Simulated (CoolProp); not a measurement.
Vapour-liquid equilibrium of R22 (1) + R115 (2) at 258.9 K; x and y are mole fractions of (1).

Model: multi-fluid Helmholtz-energy mixture model, Kamei 1995 and Lemmon 2016; pair parameters Bell 2016, in CoolProp.

```tsv
x	bubble pressure, mixture model (bar)	bubble pressure, Raoult's law (bar)	y, mixture model	y, Raoult's law
0.05	2.963	2.753	0.112	0.055
0.125	3.188	2.776	0.222	0.137
0.2	3.328	2.799	0.297	0.218
0.275	3.416	2.822	0.354	0.297
0.35	?	2.845	0.404	0.375
0.425	3.501	2.868	0.451	0.451
0.5	3.510	2.891	0.498	0.527
0.575	?	2.914	?	0.601
0.65	?	2.937	0.606	0.674
0.725	3.412	2.960	0.670	0.746
0.8	3.337	2.983	0.744	0.816
0.875	?	3.006	0.829	0.886
0.95	3.127	3.029	0.927	0.955
```

Question: Complete the blanks.

Answer: 
- 0.35, bubble pressure, mixture model (bar): 3.471
- 0.575, bubble pressure, mixture model (bar): 3.498
- 0.575, y, mixture model: 0.549
- 0.65, bubble pressure, mixture model (bar): 3.466
- 0.875, bubble pressure, mixture model (bar): 3.240

The largest gap from Raoult's law is +22.1 % in bubble pressure, at x = 0.425. y crosses x between x = 0.425 and 0.5: the model has an azeotrope there.

The pair parameters rest on a limited set of measurements; away from them the model extrapolates.
